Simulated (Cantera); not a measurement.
Charge: 1 mol Cu2O, 5.7 mol CO, 0.46 mol H2, held at 0.410 bar.

Cantera equilibrium calculation (NASA polynomials, part measured and part estimated; ideal gas, pure solids and liquids). Candidate condensed phases: C, C6H6, C7H8, C8H18, Cu, CuO, Cu(OH)2, Cu2O, H2O; 113 gas species. Rates play no part.

x: gas mole fraction; n: condensed amount in mol.

```json
[
 {"T (°C)": "1050", "x CO": "0.782", "x CO2": "0.143", "x H2": "0.0557", "x H2O": "0.0190", "x Cu": "?", "n Cu(s)": "2.00", "n Cu(l)": "0"},
 {"T (°C)": "1100", "x CO": "0.783", "x CO2": "0.142", "x H2": "0.0544", "x H2O": "0.0203", "x Cu": "?", "n Cu(s)": "0", "n Cu(l)": "2.00"},
 {"T (°C)": "1150", "x CO": "0.785", "x CO2": "0.141", "x H2": "0.0531", "x H2O": "0.0216", "x Cu": "?", "n Cu(s)": "0", "n Cu(l)": "2.00"},
 {"T (°C)": "1200", "x CO": "0.786", "x CO2": "0.140", "x H2": "0.0519", "x H2O": "0.0228", "x Cu": "?", "n Cu(s)": "0", "n Cu(l)": "2.00"},
 {"T (°C)": "1250", "x CO": "0.787", "x CO2": "0.138", "x H2": "0.0507", "x H2O": "0.0239", "x Cu": "?", "n Cu(s)": "0", "n Cu(l)": "2.00"},
 {"T (°C)": "1300", "x CO": "0.788", "x CO2": "0.137", "x H2": "0.0496", "x H2O": "0.0250", "x Cu": "?", "n Cu(s)": "0", "n Cu(l)": "2.00"},
 {"T (°C)": "1350", "x CO": "0.789", "x CO2": "0.136", "x H2": "0.0486", "x H2O": "0.0260", "x Cu": "?", "n Cu(s)": "0", "n Cu(l)": "2.00"},
 {"T (°C)": "1400", "x CO": "0.790", "x CO2": "0.135", "x H2": "0.0476", "x H2O": "0.0270", "x Cu": "?", "n Cu(s)": "0", "n Cu(l)": "2.00"},
 {"T (°C)": "1450", "x CO": "0.790", "x CO2": "0.134", "x H2": "0.0467", "x H2O": "0.0279", "x Cu": "?", "n Cu(s)": "0", "n Cu(l)": "2.00"},
 {"T (°C)": "1500", "x CO": "0.791", "x CO2": "0.133", "x H2": "0.0458", "x H2O": "0.0287", "x Cu": "?", "n Cu(s)": "0", "n Cu(l)": "1.99"},
 {"T (°C)": "1550", "x CO": "0.791", "x CO2": "0.133", "x H2": "0.0450", "x H2O": "0.0295", "x Cu": "?", "n Cu(s)": "0", "n Cu(l)": "1.99"}
]
```

Task: Some entries are withheld; supply them.

Result: 
- 1050, x Cu: 6.55e-7
- 1100, x Cu: 1.93e-6
- 1150, x Cu: 5.10e-6
- 1200, x Cu: 1.26e-5
- 1250, x Cu: 2.94e-5
- 1300, x Cu: 6.47e-5
- 1350, x Cu: 0.000135
- 1400, x Cu: 0.000271
- 1450, x Cu: 0.000520
- 1500, x Cu: 0.000962
- 1550, x Cu: 0.00172
